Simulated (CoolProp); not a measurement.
CHF3 (R23) along the isotherm 201.85 °C: density (kg/m³) from the reference equation and from simpler models built on Tc = 26.1 °C, pc = 48.32 bar, ω = 0.263; each cubic takes its own stable root.

Values from CoolProp's reference Helmholtz-energy equation of state, Penoncello 2003.

```
p (bar)          phase  reference
-------  -------------  ---------
32.2               gas      59.41
64.4     supercritical      123.3
96.6     supercritical      190.9
129      supercritical      260.9
161      supercritical      329.7
193      supercritical      395.5
225      supercritical      456.8
258      supercritical      514.4
290      supercritical      564.7
322      supercritical      610.0
354      supercritical      650.7
387      supercritical      688.5
419      supercritical      721.5
451      supercritical      751.6
483      supercritical      779.0
```

### Question
How far does each simpler model (van der Waals, Redlich-Kwong, Soave-Redlich-Kwong, Peng-Robinson) lie from the reference over these 15 states: mean and median of the absolute difference, and the worst?

### Answer
- van der Waals: mean 7.4 %, median 8.0 %, worst -14.3 % at 201.85 °C and 483 bar
- Redlich-Kwong: mean 2.1 %, median 2.1 %, worst +3.7 % at 201.85 °C and 129 bar
- Soave-Redlich-Kwong: mean 8.6 %, median 10.6 %, worst -11.2 % at 201.85 °C and 354 bar
- Peng-Robinson: mean 3.6 %, median 4.3 %, worst -5.3 % at 201.85 °C and 290 bar
